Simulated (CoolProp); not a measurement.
Vapour-liquid equilibrium of sulfur dioxide (1) + toluene (2) at 0.538 MPa; x and y are mole fractions of (1).

Computed with CoolProp (multi-fluid Helmholtz-energy mixture model, Gao 2016 and Lemmon 2006; pair parameters Bell 2016).

| x | bubble temperature (°C) | y at the bubble point | dew temperature at overall composition x (°C) | liquid density (mol/L) |
|---|---|---|---|---|
| 0.05 | 158.0 | 0.388 | 179.3 | 8.128 |
| 0.15 | 119.2 | 0.775 | 173.5 | 9.156 |
| 0.25 | 93.5 | 0.904 | 167.4 | 10.13 |
| 0.35 | 76.5 | 0.953 | 160.7 | 11.11 |
| 0.45 | 64.7 | 0.974 | 153.3 | 12.15 |
| 0.55 | 56.1 | 0.984 | 144.9 | 13.29 |
| 0.65 | 49.7 | 0.991 | 135.1 | 14.56 |
| 0.75 | 44.6 | 0.994 | 122.9 | 16.01 |
| 0.85 | 40.4 | 0.997 | 106.4 | 17.71 |
| 0.95 | 36.6 | 0.999 | 77.6 | 19.73 |

No azeotrope shows between x = 0.05 and 0.95.

The pair parameters rest on a limited set of measurements; away from them the model extrapolates.
